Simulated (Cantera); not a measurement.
An isothermal plug-flow reactor at 1125 K and 3.36 atm (inlet), inlet velocity 0.12 m/s, active area per volume 2400 1/m; feed CH4 : O2 : N2 : H2O = 0.0063 : 0.11 : 0.79 : 0.026 (molar parts), equivalence ratio 0.11.

Detailed kinetics in Cantera: Deutschmann's 1995 Pt surface mechanism with GRI-Mech 3.0 gas chemistry. Catalytic surfaces can have several steady states; this one follows from the mechanism file's or the stated starting coverage. Mass transfer to the wall is taken as infinitely fast.

One state of this run: x CH4 = 0.00571; x O2 = 0.116; x H2O = 0.0299; x CO2 = 0.00101; x CO = 4.40e-6; θ free Pt = 0.250; θ O* = 0.746; θ OH* = 0.00420. x: gas mole fraction; θ: surface coverage.

### Question
Which value of z (m) does it belong to?
A. 0.003
B. 0.00014
C. 6.5e-05
D. 0.00065

### Answer
C, 6.5e-05
